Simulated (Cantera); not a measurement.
Input: 1 mol KCl, 0.9 mol H₂, held at 1.33 mbar.

Method: chemical equilibrium by Gibbs-energy minimisation in Cantera with the NASA 1993 tables (ideal gas, pure condensed phases). Candidate condensed phases: K, KCl; 10 gas species. Equilibrium is a limit: real reactors are often held back by kinetics, nucleation or transport. All values below are at 1323 K.

Base state: KCl 0.515, H₂ 0.474, K₂Cl₂ 0.00522, K 0.00257, HCl 0.00257, H 2.99e-5 (mole fractions); condensed: gas only.

Task: What changes in the equilibrium state with this change: H₂ from 0.9 to 1.6 mol?

Result: 
```csv
species,before,after
H₂,0.474,0.615
KCl,0.515,0.377
K₂Cl₂,0.00522,0.00280
H,2.99e-5,3.41e-5
K,0.00257,0.00235
```
